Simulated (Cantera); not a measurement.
## Equilibrium for thermal oxidation and active oxidation of silicon: Si + O₂ + N₂

Charge: 1 mol Si, a varied amount of O₂, 200 mol N₂, at 2198 K and 7.80 Pa.

Method: chemical equilibrium by Gibbs-energy minimisation in Cantera with the NASA 1993 tables (ideal gas, pure condensed phases). Candidate condensed phases: Si, SiO₂, Si₂N₂O, Si₃N₄; 16 gas species. The numbers say what is thermodynamically allowed, not how fast it happens.

| n(O₂) (mol) | x N₂ | x O | x SiO | x Si | x NO | x O₂ | x SiN | x SiO₂ |
|---|---|---|---|---|---|---|---|---|
| 0.0012 | 0.995 | 1.46e-11 | 1.19e-5 | 0.00496 | 1.49e-12 | <1e-12 | 7.40e-6 | <1e-12 |
| 0.0022 | 0.995 | 2.68e-11 | 2.19e-5 | 0.00495 | 2.73e-12 | <1e-12 | 7.38e-6 | <1e-12 |
| 0.0039 | 0.995 | 4.76e-11 | 3.88e-5 | 0.00493 | 4.85e-12 | <1e-12 | 7.36e-6 | <1e-12 |
| 0.007 | 0.995 | 8.60e-11 | 6.97e-5 | 0.00490 | 8.77e-12 | <1e-12 | 7.31e-6 | <1e-12 |
| 0.013 | 0.995 | 1.62e-10 | 0.000129 | 0.00484 | 1.65e-11 | <1e-12 | 7.22e-6 | <1e-12 |
| 0.023 | 0.995 | 2.92e-10 | 0.000229 | 0.00474 | 2.98e-11 | <1e-12 | 7.08e-6 | <1e-12 |
| 0.041 | 0.995 | 5.41e-10 | 0.000408 | 0.00456 | 5.52e-11 | <1e-12 | 6.81e-6 | <1e-12 |
| 0.075 | 0.995 | 1.07e-9 | 0.000746 | 0.00422 | 1.09e-10 | <1e-12 | 6.31e-6 | <1e-12 |
| 0.14 | 0.995 | 2.36e-9 | 0.00139 | 0.00358 | 2.40e-10 | <1e-12 | 5.34e-6 | <1e-12 |
| 0.24 | 0.995 | 5.59e-9 | 0.00239 | 0.00258 | 5.70e-10 | <1e-12 | 3.86e-6 | 1.65e-12 |
| 0.44 | 0.995 | 4.44e-8 | 0.00438 | 0.000596 | 4.53e-9 | <1e-12 | 8.90e-7 | 2.41e-11 |
| 0.8 | 0.992 | 0.00257 | 0.00496 | 1.17e-8 | 0.000262 | 7.22e-5 | 1.74e-11 | 1.58e-6 |
| 1.4 | 0.987 | 0.00707 | 0.00493 | 4.22e-9 | 0.000718 | 0.000547 | 6.27e-12 | 4.31e-6 |
x: gas mole fraction; nothing condenses.

From 0.0012 mol O₂ to 1.4 mol O₂ nothing is condensed. The main Si-bearing gas is Si at 0.0012 mol O₂ and SiO at 1.4 mol O₂.
